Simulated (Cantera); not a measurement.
Mixture: CH3OH : O2 : N2 = 1 : 2.38 : 8.95 (molar parts), equivalence ratio 0.63, at 31000 Pa, adiabatic and at constant volume. Ignition delay is the time to a rise of 400 K.

Computed with Cantera and GRI-Mech 3.0 (53 species, 325 reactions). GRI-Mech 3.0 was tuned for natural gas; its chemistry of methanol as a main component is partial and can be far from experiment.

Question: Predict: delay at 1050 K; delay at 1100 K; delay at 1150 K; delay at 1200 K; delay at 1250 K; delay at 1300 K; delay at 1350 K; apparent activation energy between 1250 and 1350 K.

Answer: 
```json
{
  "delay at 1050 K": "0.511 s",
  "delay at 1100 K": "0.182 s",
  "delay at 1150 K": "70.9 ms",
  "delay at 1200 K": "30.1 ms",
  "delay at 1250 K": "13.8 ms",
  "delay at 1300 K": "6.77 ms",
  "delay at 1350 K": "3.54 ms",
  "apparent activation energy between 1250 and 1350 K": "190 kJ/mol"
}
```
